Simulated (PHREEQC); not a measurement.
## Nickel, zinc or cadmium bath

Solution (20 °C): 0.17 mol/kgw ZnCl2, 5.5e-05 mol/kgw KCl and 0.048 mol/kgw MnSO4. Closed to the air; pH follows from the charge balance.

Equilibrium calculation in PHREEQC: ion-association model, phreeqc.dat.

Each row changes one thing in this solution. This is a speciation only: nothing precipitates in the calculation.

```tsv
case	pH	ionic strength (mol/kgw)	Cl- (mol/kgw)	Zn+2 (mol/kgw)	ZnSO4 (mol/kgw)	ZnCl+ (mol/kgw)	SI of Sylvite (KCl)
as made	4.99	0.528	0.304	0.127	0.0202	0.0177	-6.04
ZnCl2 from 0.17 to 0.187 mol/kgw	4.96	0.569	0.332	0.139	0.0207	0.0207	-6.01
KCl from 5.5e-05 to 1.1e-05 mol/kgw	4.99	0.528	0.304	0.127	0.0202	0.0177	-6.74
temperature from 20 to 80 °C	4.81	0.405	0.235	0.0715	0.0158	0.0696	-6.44
temperature from 20 to 15 °C	4.99	0.536	0.308	0.130	0.0202	0.0147	-6.01
```

Species that the database lacks are ignored. Constants without temperature data keep their 25 °C values here.
